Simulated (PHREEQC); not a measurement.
Leach liquor

Consider water at 16 °C with 0.074 mol/kgw HCl, 0.00017 mol/kgw Al2(SO4)3 and 0.12 mol/kgw MgSO4. Closed to the air; pH follows from the charge balance.

The numbers come from PHREEQC with the ion-association model, wateq4f.dat.

Each row changes one thing in this solution. This is a speciation only: nothing precipitates in the calculation.

```json
[
 {"case": "as made", "pH": "1.52", "ionic strength (mol/kgw)": "0.310", "SO4-2 (mol/kgw)": "0.0411", "HSO4- (mol/kgw)": "0.0357"},
 {"case": "Al2(SO4)3 left out", "pH": "1.52", "ionic strength (mol/kgw)": "0.309", "SO4-2 (mol/kgw)": "0.0410", "HSO4- (mol/kgw)": "?"},
 {"case": "MgSO4 from 0.12 to 0.6 mol/kgw", "pH": "1.86", "ionic strength (mol/kgw)": "0.967", "SO4-2 (mol/kgw)": "0.195", "HSO4- (mol/kgw)": "0.0554"},
 {"case": "temperature from 16 to 70 °C", "pH": "1.66", "ionic strength (mol/kgw)": "0.242", "SO4-2 (mol/kgw)": "0.0194", "HSO4- (mol/kgw)": "?"},
 {"case": "MgSO4 replaced by CuSO4 at the same molality", "pH": "1.53", "ionic strength (mol/kgw)": "0.310", "SO4-2 (mol/kgw)": "0.0422", "HSO4- (mol/kgw)": "0.0362"},
 {"case": "diluted 10-fold with water", "pH": "2.31", "ionic strength (mol/kgw)": "0.0399", "SO4-2 (mol/kgw)": "?", "HSO4- (mol/kgw)": "0.00171"},
 {"case": "temperature from 16 to 25 °C", "pH": "1.54", "ionic strength (mol/kgw)": "0.294", "SO4-2 (mol/kgw)": "0.0364", "HSO4- (mol/kgw)": "0.0370"}
]
```

Task: Fill in the missing entries.

Result: 
- Al2(SO4)3 left out, HSO4- (mol/kgw): 0.0356
- temperature from 16 to 70 °C, HSO4- (mol/kgw): 0.0454
- diluted 10-fold with water, SO4-2 (mol/kgw): 0.00727

The ionic strength passes 0.7 mol/kgw, the rough limit of the ion-association models, in MgSO4 from 0.12 to 0.6 mol/kgw. Away from 25 °C the constants follow the database's enthalpies or fits; those with neither stay at their 25 °C values.
